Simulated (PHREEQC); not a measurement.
**Nickel, zinc or cadmium bath**

Solution (25 °C): 0.12 mol/kgw CdSO4. Closed to the air; pH follows from the charge balance.

Model: ion-association model, phreeqc.dat, run in PHREEQC.

Precipitation was switched off in this run.

Question: Predict the pH, density.

Answer: pH 5.93; density 1.021 g/cm³.

Question: In which forms is Cd present?

Answer: Cd+2 46 %, CdSO4 39 %, Cd(SO4)2-2 15 % of the Cd.

Complexes and solids missing from the database can't appear.
